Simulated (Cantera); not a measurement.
Input: 1 mol Si, 4.6 mol H2, held at 600 K and 17.0 bar.

These are equilibrium values from Cantera (NASA tables, ideal gas, pure condensed phases), not measurements of a reactor. Candidate condensed phases: Si; 9 gas species. Rates play no part.

### Question
What is the equilibrium state?

### Answer
```json
{
 "x(H2)": "1.000",
 "n(Si(s))": "1.000 mol",
 "gas_amount": "4.600 mol"
}
```
